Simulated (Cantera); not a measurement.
Feed: 1 mol HMDSO, 20 mol NO, 88 mol H₂, 1.9 mol CO₂, equilibrated at 1.00 Torr.

Cantera equilibrium calculation (NASA polynomials, part measured and part estimated; ideal gas, pure solids and liquids). Candidate condensed phases: C, C₆H₆, C₇H₈, C₈H₁₈, H₂O, Si, SiC, SiO₂, Si₂N₂O, Si₃N₄; 151 gas species. The feed counts by its element totals alone. The tables hold silica as quartz up to 1696 K and as liquid above; real silica turns to tridymite and cristobalite and melts near 1996 K. Equilibrium is a limit: real reactors are often held back by kinetics, nucleation or transport.

What share of the Si ends up in condensed phases as a function of T (K), at 998, 1098, 1198, 1298, 1398, 1498, 1598, 1698, 1798, 1898, 1998?


```tsv
T (K)	Si condensed (%)	as
998	100.0	SiO₂(β-quartz)
1098	100.0	SiO₂(β-quartz)
1198	100.0	SiO₂(β-quartz)
1298	100.0	SiO₂(β-quartz)
1398	100.0	SiO₂(β-quartz)
1498	100.0	SiO₂(β-quartz)
1598	99.3	SiO₂(β-quartz)
1698	92.4	SiO₂(condensed)
1798	44.2	SiO₂(condensed)
1898	0.0	-
1998	0.0	-
```
